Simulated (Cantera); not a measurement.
Feed: 1 mol S, 0.16 mol H₂O, 20 mol N₂, 0.42 mol SO₂, equilibrated at 1250 °C and 10.0 mbar.

Cantera equilibrium calculation (NASA polynomials, part measured and part estimated; ideal gas, pure solids and liquids). Candidate condensed phases: H₂O, H₂SO₄, S; 35 gas species. Equilibrium is a limit: real reactors are often held back by kinetics, nucleation or transport.

Base state: N₂ 0.948, S₂ 0.0224, SO₂ 0.0202, H₂O 0.00516, H₂ 0.00224, SO 0.00173, S₂O 0.000129, SH 0.000126 (mole fractions); condensed: gas only.

Task: What changes in the equilibrium state with this change: temperature from 1250 °C to 2175 °C?

Result: 
| species | before | after |
|---|---|---|
| N₂ | 0.948 | 0.924 |
| SO | 0.00173 | 0.0266 |
| S | 7.92e-5 | 0.0223 |
| S₂ | 0.0224 | 0.00405 |
| SO₂ | 0.0202 | 0.00815 |
| O | 3.26e-9 | 0.00140 |
| O₂ | 3.49e-9 | 0.000158 |
| NO | 1.93e-7 | 0.000622 |

Task: What changes in the equilibrium state with this change: temperature from 1250 °C to 2477 °C?

Result: 
```json
[
 {"species": "N₂", "before": "0.948", "after": "0.907"},
 {"species": "S", "before": "7.92e-5", "after": "0.0370"},
 {"species": "SO", "before": "0.00173", "after": "0.0222"},
 {"species": "S₂", "before": "0.0224", "after": "0.00105"},
 {"species": "O", "before": "3.26e-9", "after": "0.0126"},
 {"species": "H", "before": "1.09e-5", "after": "0.0130"},
 {"species": "SO₂", "before": "0.0202", "after": "0.00303"},
 {"species": "O₂", "before": "3.49e-9", "after": "0.000808"},
 {"species": "N", "before": "<1e-9", "after": "2.29e-5"},
 {"species": "NO", "before": "1.93e-7", "after": "0.00228"}
]
```

Task: What changes in the equilibrium state with this change: N₂ from 20 to 0.37 mol?

Result: 
```json
[
 {"species": "S₂", "before": "0.0224", "after": "0.328"},
 {"species": "SO₂", "before": "0.0202", "after": "0.291"},
 {"species": "N₂", "before": "0.948", "after": "0.254"},
 {"species": "H₂O", "before": "0.00516", "after": "0.0861"},
 {"species": "H₂", "before": "0.00224", "after": "0.0192"},
 {"species": "SO", "before": "0.00173", "after": "0.0129"},
 {"species": "H₂S", "before": "0.000109", "after": "0.00358"},
 {"species": "S₂O", "before": "0.000129", "after": "0.00368"}
]
```
